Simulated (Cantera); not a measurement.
Cantera run:

```python
import numpy as np
import cantera as ct

gas_names = """
    CL CL2 H HCL H2 Si SiCL SiCL2 SiCL3 SiCL4 SiH SiHCL3 SiH2 SiH2CL2 SiH3 SiH3CL SiH4 Si2 Si3
""".split()
cond_names = """
    Si(cr) Si(L)
""".split()


# ... load() reads the species with a 1 bar reference pressure and builds the phases ...
atoms = {
    'Si2Cl6': {'Si': 2, 'CL': 6},
    'Cl2': {'CL': 2},
    'H2': {'H': 2},
}
top_T = {}  # K; cautious upper limits of use, not melting points


# ... equilibrate(T, P, feed) seeds the gas with the atoms and calls Mixture.equilibrate('TP', solver="vcs", rtol=1e-11, max_steps=5000) ...
results = []
feed = {'Si2Cl6': 1, 'Cl2': 0.54, 'H2': 620}  # mol
T = 975  # K
P = 3000  # Pa
mix = equilibrate(T, P, feed)
results.append((T, P, feed, dict(zip(mix.species_names, mix.species_moles))))
x = sorted(zip(gas.X, gas.species_names), reverse=True)
print(f"T = {T:g} K  P = {P:g} Pa  gas = {mix.phase_moles(0):.4g} mol")
print("   x: " + "  ".join(f"{s} {v:.3e}" for v, s in x if v > 0.001))
print("   condensed (mol): " + ("  ".join(f"{mix.phase(i).name} {mix.phase_moles(i):.4g}"
      for i in range(1, mix.n_phases) if mix.phase_moles(i) > 1e-12) or "none"))
```

Result:

```
T = 975 K  P = 3000 Pa  gas = 622.7 mol
   x: H2 9.920e-01  HCL 6.647e-03
   condensed (mol): Si(cr) 1.132
```

Method: chemical equilibrium by Gibbs-energy minimisation in Cantera with the NASA 1993 tables (ideal gas, pure condensed phases). The feed counts by its element totals alone. The tables' values for SiCl3 are old estimates; treat these amounts as uncertain.
